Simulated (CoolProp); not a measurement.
C3F8 (R218) at 305.39 K and 0.494 MPa flows at 0.089 m/s in a round tube of 25 mm bore and 0.25 µm roughness, fully developed (64/Re and Nu = 3.66 if laminar; Colebrook and Gnielinski if turbulent). Each further row changes one setting.

The numbers come from the reference Helmholtz-energy equation of state, Lemmon 2006 in CoolProp. It is a short technical equation, of lower accuracy than the large ones.

| case | Reynolds number | Darcy friction factor | pressure drop (Pa/m) | heat-transfer coefficient (W/(m² K)) | mass flow (kg/h) |
|---|---|---|---|---|---|
| as stated | 7230 | 0.0337 | 0.218 | 12.6 | 6.42 |
| velocity 0.178 m/s | 14500 | 0.0281 | 0.727 | 22.4 | 12.8 |
| diameter 50 mm | 14500 | 0.0281 | 0.0908 | 11.2 | 25.7 |

Viscosity comes from a separate model (Huber 2003), an estimate that may be off by 10 % or more. Thermal conductivity comes from a separate model (Huber 2003), an estimate that may be off by 10 % or more.
